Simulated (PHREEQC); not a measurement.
**Copper plating or etch bath (model solution)**

Consider water at 25 °C with 3 mmol/kgw CuSO4, 6.2 mmol/kgw H2SO4 and 39 mmol/kgw Cu(BF4)2. Closed to the air; pH follows from the charge balance.

The numbers come from PHREEQC with the ion-association model, wateq4f.dat.

This is a speciation only: nothing precipitates in the calculation.

### Question
What pH, ionic strength does the model give?

### Answer
pH 2.07; ionic strength 0.129 mol/kgw.

### Question
In which forms is B present?

### Answer
BF4- 94 %, BF3OH- 3.8 %, H3BO3 2.1 %, BF2(OH)2- 0.6 % of the B.

Species that the database lacks are ignored. Real BF4- forms and hydrolyses slowly; the run takes it at equilibrium.
